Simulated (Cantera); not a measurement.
Feed: 1 mol Si, 0.024 mol H2O, 29 mol H2, held at 17000 Pa.

Equilibrium computed with Cantera from the NASA thermochemical tables; the gas is ideal and each condensed phase is pure. Candidate condensed phases: H2O, Si, SiO2; 18 gas species. Gases not in the tables: Si2H6 and higher silanes. Rates play no part.

x: gas mole fraction; n: condensed amount in mol.

```tsv
T (°C)	x H2	x H	x SiO	x Si	x SiH2	n Si(s)	n Si(l)
1302	0.999	?	0.000826	3.38e-7	3.75e-6	0.976	0
1352	0.999	?	0.000826	9.58e-7	6.60e-6	0.976	0
1402	0.999	?	0.000826	2.55e-6	1.12e-5	0.976	0
1452	0.999	?	0.000826	5.97e-6	1.72e-5	0	0.975
1502	0.998	?	0.000826	1.29e-5	2.50e-5	0	0.975
1552	0.998	?	0.000826	2.68e-5	3.55e-5	0	0.974
1602	0.997	?	0.000825	5.33e-5	4.96e-5	0	0.972
1652	0.997	?	0.000825	0.000102	6.79e-5	0	0.970
1702	0.996	?	0.000825	0.000190	9.15e-5	0	0.966
1752	0.994	?	0.000824	0.000342	0.000121	0	0.960
1802	0.992	?	0.000823	0.000599	0.000159	0	0.949
```

Question: Fill in the missing entries.

Answer: 
- 1302, x H: 0.000101
- 1352, x H: 0.000171
- 1402, x H: 0.000281
- 1452, x H: 0.000450
- 1502, x H: 0.000701
- 1552, x H: 0.00107
- 1602, x H: 0.00159
- 1652, x H: 0.00231
- 1702, x H: 0.00331
- 1752, x H: 0.00465
- 1802, x H: 0.00643
